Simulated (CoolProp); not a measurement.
A simple Rankine cycle with trans-2-butene: condensing at 325.15 K, boiler at 3.32 MPa, turbine inlet 524 K, turbine efficiency 0.8, pump efficiency 0.6, no recuperator. Each further row changes one setting.

Values from CoolProp's reference Helmholtz-energy equation of state, Lemmon 2005. It is a short technical equation, of lower accuracy than the large ones.

| case | thermal efficiency (%) | net work (kJ/kg) | heat in (kJ/kg) | turbine exit temperature (K) | volume ratio over the turbine |
|---|---|---|---|---|---|
| as stated | 12.6 | … | 721 | 464.3 | 6.61 |
| condensing temperature 317.15 K | 13.7 | 102 | 741 | 458.5 | 8.13 |
| boiler pressure 2.32 MPa | 10.6 | 78.2 | 739 | 477.8 | … |
| turbine efficiency 0.7 | … | … | 721 | 469.9 | 6.70 |

Q: Some entries are withheld; supply them.

A: 
- as stated, net work (kJ/kg): 90.9
- boiler pressure 2.32 MPa, volume ratio over the turbine: 4.51
- turbine efficiency 0.7, thermal efficiency (%): 10.9
- turbine efficiency 0.7, net work (kJ/kg): 78.5
